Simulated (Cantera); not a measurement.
A Cantera script and what it prints.

```python
import numpy as np
import cantera as ct

gas_names = """
    H HO2 H2 H2O H2O2 Mg MgH MgO MgOH MgO2H2 Mg2 O OH O2 O3
""".split()
cond_names = """
    H2O(s) H2O(L) Mg(cr) Mg(L) MgO(s) MgO(L) MgO2H2(s)
""".split()


# ... load() reads the species with a 1 bar reference pressure and builds the phases ...
atoms = {
    'Mg(OH)2': {'Mg': 1, 'O': 2, 'H': 2},
    'H2O': {'H': 2, 'O': 1},
    'O2': {'O': 2},
}
top_T = {}  # K; cautious upper limits of use, not melting points


# ... equilibrate(T, P, feed) seeds the gas with the atoms and calls Mixture.equilibrate('TP', solver="vcs", rtol=1e-11, max_steps=5000) ...
results = []
feed = {'Mg(OH)2': 1, 'H2O': 2.6, 'O2': 0.016}  # mol
P = 9100  # Pa
for T in [1400, 1475, 1550, 1625, 1700, 1775, 1850, 1925, 2000, 2075]:
    mix = equilibrate(T, P, feed)
    results.append((T, P, feed, dict(zip(mix.species_names, mix.species_moles))))

top = {s: max(r[3][s] / sum(r[3][g] for g in gas_names) for r in results) for s in gas_names}
cols = sorted((s for s in top if top[s] > 1e-05), key=lambda s: -top[s])[:7]
seen = [c for c in cond_names if any(r[3].get(c, 0) > 1e-12 for r in results)]
print("log10 of partial pressures in bar; condensed amounts in mol")
print(f"{'T/K':>10s}" + "".join(f"{s[:9]:>10s}" for s in cols + seen))
for T, P, feed, n in results:
    ng = sum(n[g] for g in gas_names)
    print(f"{T:10.4g}" + "".join(f"{np.log10(max(n[s] / ng * P / 1e5, 1e-99)):10.3f}" for s in cols)
          + "".join(f"{n.get(c, 0):10.4g}" for c in seen))
```

Output:

```
log10 of partial pressures in bar; condensed amounts in mol
       T/K       H2O        H2        O2        OH         H         O    MgO2H2    MgO(s)
      1400    -1.043    -5.690    -3.396    -5.213    -8.158    -7.722    -8.453         1
      1475    -1.043    -5.216    -3.395    -4.904    -7.495    -7.240    -7.941         1
      1550    -1.043    -4.789    -3.393    -4.624    -6.896    -6.803    -7.480         1
      1625    -1.043    -4.403    -3.386    -4.369    -6.353    -6.404    -7.062         1
      1700    -1.044    -4.056    -3.369    -4.134    -5.860    -6.034    -6.682         1
      1775    -1.045    -3.748    -3.336    -3.915    -5.412    -5.687    -6.335         1
      1850    -1.046    -3.476    -3.284    -3.708    -5.007    -5.357    -6.017         1
      1925    -1.048    -3.238    -3.212    -3.512    -4.639    -5.040    -5.725    0.9999
      2000    -1.052    -3.030    -3.124    -3.326    -4.304    -4.736    -5.458    0.9998
      2075    -1.057    -2.846    -3.026    -3.151    -3.998    -4.446    -5.211    0.9997
```

Equilibrium computed with Cantera from the NASA thermochemical tables; the gas is ideal and each condensed phase is pure.
